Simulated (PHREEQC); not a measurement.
Dissolve 2.2 mmol/kgw NaH2PO4 and 23 mmol/kgw NH3 at 20 °C. Closed to the air; pH follows from the charge balance.

The numbers come from PHREEQC with the ion-association model, phreeqc.dat.

The ionic strength comes out as 0.00686 mol/kgw. What activity coefficients do H2PO4-, NH4+, HPO4-2, OH-, PO4-3 get?

H2PO4- 0.92, NH4+ 0.91, HPO4-2 0.71, OH- 0.92, PO4-3 0.46.

This is a speciation only: nothing precipitates in the calculation. Complexes and solids missing from the database can't appear.
